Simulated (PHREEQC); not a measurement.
## Brine: an equilibrium model

Consider water at 80 °C with 1.9 mol HCl and 0.36 mol KCl per kg of water. Closed to the air; pH follows from the charge balance.

Computed with PHREEQC (Pitzer model, pitzer.dat).

This is a speciation only: nothing precipitates in the calculation.

Task: Estimate the pH, osmotic coefficient, activity of water.

Result: pH -0.42; osmotic coefficient 1.137; activity of water 0.912.

Species that the database lacks are ignored. In brines, pH and single-ion activities rest on the MacInnes convention. Constants without temperature data keep their 25 °C values here.
